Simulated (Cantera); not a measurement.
Input (Python, Cantera):

```python
import numpy as np
import cantera as ct

gas = ct.Solution("h2o2.yaml")
gas.TPX = 1273, 2666, {'H2': 0.32, 'O2': 0.1}
reactor = ct.IdealGasConstPressureReactor(gas, energy="off", clone=False)
net = ct.ReactorNet([reactor])
net.rtol, net.atol = 1e-08, 1e-18
show = ['H2', 'O2', 'H2O', 'OH', 'H', 'H2O2', 'O']
times = np.geomspace(0.0006, 7, 13)

steps = ct.SolutionArray(gas, extra=["t"])
rows = []
print(f"{'t/s':>10s}{'T/K':>9s}{'P/Pa':>11s}" + "".join(f"{s:>11s}" for s in show))
for t in times:
    while net.time < t:
        t_next = net.step()
        steps.append(gas.state, t=t_next)
    rows.append([np.interp(t, steps.t, y) for y in (steps.T, steps.P, *steps(*show).X.T)])
    print(f"{t:10.3e}{rows[-1][0]:9.1f}{rows[-1][1]:11.4g}" + "".join(f"{x:11.3e}" for x in rows[-1][2:]))
rate = np.gradient(steps.T, steps.t)
print("integrator steps:", len(steps.t))
if steps.T.max() > steps.T[0] + 200:
    print(f"time of steepest temperature rise: {steps.t[rate.argmax()]:.4e} s")
gas.TPX = 1273, 2666, {'H2': 0.32, 'O2': 0.1}
gas.equilibrate("TP")
print(f"equilibrium (TP): T = {gas.T:.1f} K  " + "  ".join(f"{s} {gas[s].X[0]:.3e}" for s in show))
```

Result:

```
       t/s      T/K       P/Pa         H2         O2        H2O         OH          H       H2O2          O
 6.000e-04   1273.0       2666  5.906e-01  1.731e-01  1.162e-01  5.056e-03  1.061e-01  1.191e-07  8.941e-03
 1.309e-03   1273.0       2666  1.849e-01  1.962e-02  4.269e-01  9.244e-03  3.424e-01  2.143e-07  1.691e-02
 2.857e-03   1273.0       2666  2.097e-01  1.133e-02  4.821e-01  7.474e-03  2.796e-01  1.880e-07  9.833e-03
 6.236e-03   1273.0       2666  2.553e-01  3.572e-03  5.454e-01  4.633e-03  1.877e-01  1.196e-07  3.349e-03
 1.361e-02   1273.0       2666  3.083e-01  6.659e-04  5.879e-01  2.204e-03  1.003e-01  5.437e-08  7.020e-04
 2.970e-02   1273.0       2666  3.432e-01  1.136e-04  6.085e-01  9.622e-04  4.710e-02  2.259e-08  1.291e-04
 6.481e-02   1273.0       2666  3.605e-01  2.067e-05  6.177e-01  4.209e-04  2.132e-02  9.404e-09  2.431e-05
 1.414e-01   1273.0       2666  3.685e-01  3.997e-06  6.217e-01  1.870e-04  9.618e-03  3.873e-09  4.767e-06
 3.086e-01   1273.0       2666  3.720e-01  8.039e-07  6.235e-01  8.415e-05  4.358e-03  1.517e-09  9.626e-07
 6.735e-01   1273.0       2666  3.736e-01  1.655e-07  6.243e-01  3.818e-05  1.983e-03  5.383e-10  1.978e-07
 1.470e+00   1273.0       2666  3.744e-01  3.449e-08  6.247e-01  1.740e-05  9.051e-04  1.664e-10  4.108e-08
 3.208e+00   1273.0       2666  3.747e-01  7.231e-09  6.249e-01  7.954e-06  4.139e-04  4.467e-11  8.579e-09
 7.000e+00   1273.0       2666  3.749e-01  1.518e-09  6.249e-01  3.640e-06  1.895e-04  1.076e-11  1.797e-09
integrator steps: 2186
equilibrium (TP): T = 1273.0 K  H2 3.750e-01  O2 2.989e-13  H2O 6.250e-01  OH 5.170e-08  H 2.692e-06  H2O2 2.477e-15  O 3.625e-13
```

Computed with Cantera and the H2/O2 subset of GRI-Mech 3.0, which has no nitrogen chemistry. Radical loss at walls, strong at low pressure, is not modelled. The temperature is held fixed by assumption; the heat of reaction is taken as removed at once.
